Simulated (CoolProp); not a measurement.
The fluid at 401.66 K and 0.212 MPa is compressed adiabatically to 0.562 MPa with isentropic efficiency 0.7. The same conditions are run with several fluids, on thermodynamics alone (safety and materials aside).

Values from CoolProp's reference Helmholtz-energy equation of state of each fluid (water: Wagner 2002; R114: Platzer 1990; R1336mzz(Z): McLinden 2020; c-C4F8 (RC318): Platzer 1990). The equations of Platzer and Polt are older, rougher fits.

```
fluid           work (kJ/kg)  final temperature (K)  final density (kg/m³)
--------------  ------------  ---------------------  ---------------------
water                      …                  546.0                      …
R114                       …                      …                      …
R1336mzz(Z)             27.4                      …                   27.9
c-C4F8 (RC318)             …                  427.9                      …
```

Fill in the missing entries.


- water, work (kJ/kg): 284
- water, final density (kg/m³): 2.27
- R114, work (kJ/kg): 27.0
- R114, final temperature (K): 437.7
- R114, final density (kg/m³): 27.8
- R1336mzz(Z), final temperature (K): 431.8
- c-C4F8 (RC318), work (kJ/kg): 23.0
- c-C4F8 (RC318), final density (kg/m³): 33.2
